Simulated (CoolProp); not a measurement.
Computed with CoolProp (reference Helmholtz-energy equation of state, Wagner 2002).

Q: Give the vapour pressure (MPa), vapour Z, surface tension (mN/m), liquid viscosity (µPa s) of saturated water at 544.4 K.

A: 
```
T (K)  p (MPa)  vapour Z  surface tension (mN/m)  liquid viscosity (µPa s)
-----  -------  --------  ----------------------  ------------------------
544.4     5.61     0.779                    20.8                      97.1
```

Viscosity comes from a separate model (Huber 2009). Surface tension comes from a separate correlation (Mulero 2012).
